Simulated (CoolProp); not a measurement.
R1234ze(E) along the isobar 6.49 bar: density (kg/m³) from the reference equation and from simpler models built on Tc = 382.5 K, pc = 36.35 bar, ω = 0.313; each cubic takes its own stable root.

Values from CoolProp's reference Helmholtz-energy equation of state, Thol 2016.

```json
[
 {"T (K)": "240.3", "phase": "liquid", "reference": "1332"},
 {"T (K)": "260.3", "phase": "liquid", "reference": "1278"},
 {"T (K)": "280.3", "phase": "liquid", "reference": "1220"},
 {"T (K)": "300.2", "phase": "liquid", "reference": "1157"},
 {"T (K)": "320.2", "phase": "gas", "reference": "31.96"},
 {"T (K)": "340.2", "phase": "gas", "reference": "29.15"},
 {"T (K)": "360.1", "phase": "gas", "reference": "26.94"},
 {"T (K)": "380.1", "phase": "gas", "reference": "25.11"},
 {"T (K)": "400", "phase": "gas", "reference": "23.56"},
 {"T (K)": "420", "phase": "gas", "reference": "22.23"}
]
```

**Question.** How far does each simpler model (van der Waals, Soave-Redlich-Kwong) lie from the reference over these 10 states: mean and median of the absolute difference, and the worst?

**Answer.** 
- van der Waals: mean 28.7 %, median 3.8 %, worst -97.1 % at 300.2 K and 6.49 bar
- Soave-Redlich-Kwong: mean 4.3 %, median 0.9 %, worst -11.0 % at 300.2 K and 6.49 bar

At some of these states van der Waals gives the other phase, because its saturation line lies elsewhere.
